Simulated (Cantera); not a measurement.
Cantera run, input and output.

```python
import numpy as np
import cantera as ct

gas = ct.Solution("gri30.yaml")
gas.TPX = 1750, 13332, {'C2H4': 0.46, 'H2': 2}
reactor = ct.IdealGasConstPressureReactor(gas, energy="off", clone=False)
net = ct.ReactorNet([reactor])
net.rtol, net.atol = 1e-08, 1e-18
show = ['C2H4', 'H2', 'H', 'C2H', 'CH4', 'CH3', 'CH2']
times = np.geomspace(2e-05, 8, 12)

steps = ct.SolutionArray(gas, extra=["t"])
rows = []
print(f"{'t/s':>10s}{'T/K':>9s}{'P/Pa':>11s}" + "".join(f"{s:>11s}" for s in show))
for t in times:
    while net.time < t:
        t_next = net.step()
        steps.append(gas.state, t=t_next)
    rows.append([np.interp(t, steps.t, y) for y in (steps.T, steps.P, *steps(*show).X.T)])
    print(f"{t:10.3e}{rows[-1][0]:9.1f}{rows[-1][1]:11.4g}" + "".join(f"{x:11.3e}" for x in rows[-1][2:]))
rate = np.gradient(steps.T, steps.t)
print("integrator steps:", len(steps.t))
if steps.T.max() > steps.T[0] + 200:
    print(f"time of steepest temperature rise: {steps.t[rate.argmax()]:.4e} s")
gas.TPX = 1750, 13332, {'C2H4': 0.46, 'H2': 2}
gas.equilibrate("TP")
print(f"equilibrium (TP): T = {gas.T:.1f} K  " + "  ".join(f"{s} {gas[s].X[0]:.3e}" for s in show))
```

It prints:

```
       t/s      T/K       P/Pa       C2H4         H2          H        C2H        CH4        CH3        CH2
 2.000e-05   1750.0  1.333e+04  1.863e-01  8.131e-01  2.033e-06  1.049e-11  2.606e-09  1.689e-09  4.397e-10
 6.461e-05   1750.0  1.333e+04  1.846e-01  8.134e-01  6.588e-06  1.126e-10  5.883e-08  1.131e-08  1.882e-09
 2.087e-04   1750.0  1.333e+04  1.788e-01  8.143e-01  2.112e-05  1.251e-09  1.146e-06  6.697e-08  6.339e-09
 6.743e-04   1750.0  1.333e+04  1.566e-01  8.177e-01  5.696e-05  1.250e-08  1.654e-05  2.654e-07  1.533e-08
 2.178e-03   1750.0  1.333e+04  9.204e-02  8.278e-01  8.486e-05  5.761e-08  9.603e-05  4.396e-07  1.336e-08
 7.038e-03   1750.0  1.333e+04  1.316e-02  8.401e-01  1.517e-04  1.859e-07  2.166e-04  8.587e-07  3.519e-09
 2.274e-02   1750.0  1.333e+04  5.838e-04  8.417e-01  5.743e-04  7.530e-07  2.707e-04  3.749e-06  3.317e-09
 7.345e-02   1750.0  1.333e+04  5.821e-04  8.415e-01  5.917e-04  7.755e-07  4.211e-04  6.000e-06  5.118e-09
 2.373e-01   1750.0  1.333e+04  5.814e-04  8.412e-01  5.912e-04  7.744e-07  8.939e-04  1.272e-05  1.018e-08
 7.665e-01   1750.0  1.333e+04  5.796e-04  8.404e-01  5.897e-04  7.711e-07  2.133e-03  3.027e-05  2.327e-08
 2.476e+00   1750.0  1.333e+04  5.782e-04  8.396e-01  5.879e-04  7.674e-07  3.343e-03  4.733e-05  3.579e-08
 8.000e+00   1750.0  1.333e+04  5.782e-04  8.396e-01  5.878e-04  7.672e-07  3.423e-03  4.846e-05  3.661e-08
integrator steps: 877
equilibrium (TP): T = 1750.0 K  C2H4 5.782e-04  H2 8.396e-01  H 5.878e-04  C2H 7.672e-07  CH4 3.423e-03  CH3 4.846e-05  CH2 3.661e-08
```

Computed with Cantera and GRI-Mech 3.0 (53 species, 325 reactions). GRI-Mech 3.0 was tuned for natural gas; its chemistry of ethylene as a main component is partial and can be far from experiment. GRI-Mech 3.0 stops at C3 and has no aromatics, soot or wall deposition, so with more carbon than oxygen in the feed, carbon stays in small species such as C2H2 where larger ones or solid carbon would form.
